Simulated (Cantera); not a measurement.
A Cantera script and what it prints.

```python
import numpy as np
import cantera as ct

gas_names = """
    Fe FeO Fe(OH)2 H HO2 H2 H2O H2O2 O OH O2 O3
""".split()
cond_names = """
    Fe(a) Fe(c) Fe(d) Fe(L) FeO(s) FeO(L) Fe(OH)2(s) Fe(OH)3(s) Fe2O3(s) Fe3O4(s) H2O(s) H2O(L)
""".split()


# ... load() reads the species with a 1 bar reference pressure and builds the phases ...
atoms = {
    'Fe2O3': {'Fe': 2, 'O': 3},
    'H2O': {'H': 2, 'O': 1},
}
top_T = {'Fe2O3(s)': 1830, 'Fe3O4(s)': 1870}  # K; cautious upper limits of use, not melting points


# ... equilibrate(T, P, feed) seeds the gas with the atoms and calls Mixture.equilibrate('TP', solver="vcs", rtol=1e-11, max_steps=5000) ...
results = []
feed = {'Fe2O3': 1, 'H2O': 0.047}  # mol
P = 550000  # Pa
for T in [1350, 1400, 1450, 1500, 1550, 1600, 1650, 1700]:
    mix = equilibrate(T, P, feed)
    results.append((T, P, feed, dict(zip(mix.species_names, mix.species_moles))))

top = {s: max(r[3][s] / sum(r[3][g] for g in gas_names) for r in results) for s in gas_names}
cols = sorted((s for s in top if top[s] > 0.001), key=lambda s: -top[s])[:5]
seen = [c for c in cond_names if any(r[3].get(c, 0) > 1e-12 for r in results)]
print("log10 of partial pressures in bar; condensed amounts in mol")
print(f"{'T/K':>10s}" + "".join(f"{s[:9]:>10s}" for s in cols + seen))
for T, P, feed, n in results:
    ng = sum(n[g] for g in gas_names)
    print(f"{T:10.4g}" + "".join(f"{np.log10(max(n[s] / ng * P / 1e5, 1e-99)):10.3f}" for s in cols)
          + "".join(f"{n.get(c, 0):10.4g}" for c in seen))
```

It prints:

```
log10 of partial pressures in bar; condensed amounts in mol
       T/K       H2O        O2  Fe2O3(s)  Fe3O4(s)
      1350     0.740    -4.084         1 8.539e-07
      1400     0.740    -3.437         1 1.064e-05
      1450     0.740    -2.836    0.9999 4.845e-05
      1500     0.740    -2.275    0.9997 0.0001811
      1550     0.739    -1.751    0.9991 0.0006095
      1600     0.736    -1.261    0.9972  0.001899
      1650     0.728    -0.801    0.9916  0.005577
      1700     0.705    -0.369    0.9762   0.01587
```

Cantera equilibrium calculation (NASA polynomials, part measured and part estimated; ideal gas, pure solids and liquids). Mutual solubility and eutectic melting of coexisting phases are not modelled.
